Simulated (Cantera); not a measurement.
Cantera run:

```python
import numpy as np
import cantera as ct

gas_names = """
    C CH CH2 CH3 CH2OH CH3O CH4 CH3OH CO CO2 COOH C2 C2H CHCO,ketyl C2H2,acetylene C2H2,vinylidene
    CH2CO,ketene C2H3,vinyl CH3CO,acetyl C2H4 C2H4O,ethylen CH3CHO,ethanal CH3COOH (HCOOH)2 C2H5 C2H6
    CH3OCH3 C2H5OH C2O C3 C3H3,propargyl C3H4,allene C3H4,propyne C3H4,cyclo- C3H5,allyl C3H6,propylene
    C3H6,cyclo- C3H6O C3H7,n-propyl C3H7,i-propyl C3H8 C3H8O,1propanol C3H8O,2propanol C3O2 C4 C4H2
    C4H4,1,3-cyclo- C4H6,butadiene C4H6,2-butyne C4H6,cyclo- C4H8,1-butene C4H8,cis2-buten
    C4H8,tr2-butene C4H8,isobutene C4H8,cyclo- (CH3COOH)2 C4H9,n-butyl C4H9,i-butyl C4H9,s-butyl
    C4H9,t-butyl C4H10,isobutane C4H10,n-butane C5 C5H6,1,3cyclo- C5H8,cyclo- C5H10,1-pentene
    C5H10,cyclo- C5H11,pentyl C5H11,t-pentyl C5H12,n-pentane C5H12,i-pentane CH3C(CH3)2CH3 C6H2
    C6H5,phenyl C6H5O,phenoxy C6H6 C6H5OH,phenol C6H10,cyclo- C6H12,1-hexene C6H12,cyclo- C6H13,n-hexyl
    C7H7,benzyl C7H8 C7H8O,cresol C7H14,1-heptene C7H15,n-heptyl C7H16,n-heptane C8H8,styrene
    C8H10,ethylbenz C8H16,1-octene C8H17,n-octyl C8H18,isooctane C8H18,n-octane C9H19,n-nonyl
    C10H8,naphthale C10H21,n-decyl C12H9,o-bipheny C12H10,bipheny H HCO HO2 H2 HCHO,formaldehy HCOOH H2O
    H2O2 O OH O2 O3
""".split()
cond_names = """
    C(gr) C6H6(L) C7H8(L) C8H18(L),n-octa H2O(s) H2O(L)
""".split()


def load(file, names, dense=False):
    # The tables refer to 1 bar. Condensed volumes are neglected.
    table = {s.name: s for s in ct.Species.list_from_file(file)}
    out = []
    for n in names:
        d = dict(table[n].input_data)
        d["thermo"] = dict(d["thermo"], **{"reference-pressure": 1e5})
        if dense:
            d["equation-of-state"] = {"model": "constant-volume", "density": "1e6 g/cm^3"}
        out.append(ct.Species.from_dict(d))
    return out


gas = ct.Solution(thermo="ideal-gas", species=load("nasa_gas.yaml", gas_names))
cond = {s.name: ct.Solution(thermo="fixed-stoichiometry", species=[s], name=s.name)
        for s in load("nasa_condensed.yaml", cond_names, dense=True)}
atoms = {
    'C3H8': {'C': 3, 'H': 8},
    'H2O': {'H': 2, 'O': 1},
    'H2': {'H': 2},
}
top_T = {'C(gr)': 4500}  # K; cautious upper limits of use, not melting points


def equilibrate(T, P, feed):
    n = {}
    for name, mol in feed.items():
        for a, k in atoms[name].items():
            n[a] = n.get(a, 0.0) + k * mol
    gas.TPX = T, P, n
    mass = sum(n.values()) * gas.mean_molecular_weight
    gas.equilibrate("TP")
    valid = [c for c in cond.values() if c.min_temp <= T <= top_T.get(c.name, c.max_temp)]
    mix = ct.Mixture([(gas, mass / gas.mean_molecular_weight)] + [(c, 0.0) for c in valid])
    mix.T, mix.P = T, P
    mix.equilibrate("TP", solver="vcs", rtol=1e-11, max_steps=5000)
    return mix


results = []
feed = {'C3H8': 1, 'H2O': 0.52, 'H2': 24}  # mol
T = 2773  # K
for P in [10, 46, 220, 1000, 4600, 22000, 100000, 460000, 2200000, 10000000]:
    mix = equilibrate(T, P, feed)
    results.append((T, P, feed, dict(zip(mix.species_names, mix.species_moles))))

top = {s: max(r[3][s] / sum(r[3][g] for g in gas_names) for r in results) for s in gas_names}
cols = sorted((s for s in top if top[s] > 0.001), key=lambda s: -top[s])[:8]
seen = [c for c in cond_names if any(r[3].get(c, 0) > 1e-12 for r in results)]
print("log10 of partial pressures in bar; condensed amounts in mol")
print(f"{'P/Pa':>10s}" + "".join(f"{s[:9]:>10s}" for s in cols + seen))
for T, P, feed, n in results:
    ng = sum(n[g] for g in gas_names)
    print(f"{P:10.4g}" + "".join(f"{np.log10(max(n[s] / ng * P / 1e5, 1e-99)):10.3f}" for s in cols)
          + "".join(f"{n.get(c, 0):10.4g}" for c in seen))
```

Output:

```
log10 of partial pressures in bar; condensed amounts in mol
      P/Pa         H        H2 C2H2,acet        CO         C        C3       CH4       C2H     C(gr)
        10    -4.023    -5.788    -8.298    -6.048    -5.808    -6.138   -16.066    -7.452         0
        46    -3.382    -4.506    -6.470    -5.360    -5.534    -5.317   -13.230    -6.264         0
       220    -2.785    -3.313    -4.845    -4.617    -5.319    -4.670   -10.627    -5.236         0
      1000    -2.296    -2.335    -3.852    -3.876    -5.311    -4.646    -8.664    -4.731    0.8983
      4600    -1.882    -1.507    -3.023    -3.152    -5.311    -4.646    -7.007    -4.317    0.9128
   2.2e+04    -1.502    -0.747    -2.263    -2.437    -5.311    -4.646    -5.487    -3.937    0.8379
     1e+05    -1.155    -0.053    -1.569    -1.762    -5.311    -4.646    -4.100    -3.590    0.7875
   4.6e+05    -0.816     0.626    -0.890    -1.091    -5.311    -4.646    -2.741    -3.251    0.7485
   2.2e+06    -0.472     1.313    -0.203    -0.407    -5.311    -4.646    -1.367    -2.907    0.6767
     1e+07    -0.143     1.971     0.454     0.255    -5.311    -4.646    -0.053    -2.578    0.4332
```

Equilibrium computed with Cantera from the NASA thermochemical tables; the gas is ideal and each condensed phase is pure. The ideal-gas law is rough above about 30 bar.
